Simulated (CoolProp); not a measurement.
Model: reference Helmholtz-energy equation of state, Lemmon 2006, in CoolProp. It is a short technical equation, of lower accuracy than the large ones.

Task: For toluene, give the phase and the density (kg/m³), Joule-Thomson coefficient (K/MPa) at 471.4 K and 3680 kPa; 471.4 K and 8110 kPa.

Result: 
- 471.4 K and 3680 kPa: liquid; density 688, Joule-Thomson coefficient -0.0885
- 471.4 K and 8110 kPa: liquid; density 700, Joule-Thomson coefficient -0.147
